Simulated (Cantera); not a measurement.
Charge: 1 mol Al2O3, 1.1 mol HCl, 1.9 mol O2, 1.8 mol Cl2, held at 750 Torr.

These are equilibrium values from Cantera (NASA tables, ideal gas, pure condensed phases), not measurements of a reactor. Candidate condensed phases: Al, AlCl3, Al2O3, H2O; 29 gas species. Equilibrium is a limit: real reactors are often held back by kinetics, nucleation or transport. All values below are at 1473 K.

Base state: O2 0.389, Cl2 0.358, HCl 0.220, Cl 0.0291, H2O 0.00288, ClO 0.000461, AlCl3 0.000125, HOCl 4.25e-5 (mole fractions); condensed: Al2O3(s).

Task: What changes in the equilibrium state with this change: pressure from 750 Torr to 75.0 Torr?

Result: 
| species | before | after |
|---|---|---|
| O2 | 0.389 | 0.378 |
| Cl2 | 0.358 | 0.316 |
| HCl | 0.220 | 0.217 |
| Cl | 0.0291 | 0.0864 |
| AlCl3 | 0.000125 | 0.000188 |
| HOCl | 4.25e-5 | 1.31e-5 |
| H2O | 0.00288 | 0.000990 |
| ClO | 0.000461 | 0.000428 |
| OH | 1.22e-5 | 1.26e-5 |
| Al2O3(s), mol | 1.000 | 1.000 |
